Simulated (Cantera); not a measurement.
Feed: 1 mol Si, 0.032 mol CO2, 23 mol CO, equilibrated at 26.0 mbar.

Cantera equilibrium calculation (NASA polynomials, part measured and part estimated; ideal gas, pure solids and liquids). Candidate condensed phases: C, Si, SiC, SiO2; 20 gas species. The tables hold silica as quartz up to 1696 K and as liquid above; real silica turns to tridymite and cristobalite and melts near 1996 K. Kinetics and transport are ignored.

At 1127 °C, list the 3 most abundant gas species with their mole fractions, and the condensed phases.

CO 1.000, CO2 4.46e-5, SiO 3.05e-5. Condensed: C(graphite) + SiO2(β-quartz).
